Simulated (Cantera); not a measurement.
A perfectly stirred reactor is fed with NH₃ : H₂ = 1 : 0.26 (molar parts), at 20.0 Torr; it is held at 1325 K, and followed from long to short residence time.

Cantera simulation using the gas-phase N/H chemistry of the illustrative SiF4/NH3 mechanism in the Surface Chemkin manual (1991); the numbers are that mechanism's predictions, not measurements. Walls and surfaces, which speed up NH3 decomposition in real reactors, are not modelled.

### Question
What does this change do: temperature 1325 to 2250 K?

### Answer
```
quantity                  before     after
----------------------  --------  --------
x(NH₃) at τ = 2.10 s       0.794    0.0229
x(H₂) at τ = 2.10 s        0.206     0.759
x(NH) at τ = 2.10 s      5.34e-9   3.12e-5
x(N₂H₄) at τ = 2.10 s    2.68e-9  2.01e-10
x(N₂) at τ = 2.10 s      1.37e-5     0.214
x(NH₃) at τ = 21.0 ms      0.794     0.610
x(H₂) at τ = 21.0 ms       0.206     0.336
x(NH) at τ = 21.0 ms    1.43e-12   7.73e-5
x(N₂H₄) at τ = 21.0 ms    <1e-12   1.71e-8
x(N₂) at τ = 21.0 ms    2.13e-11    0.0498
```
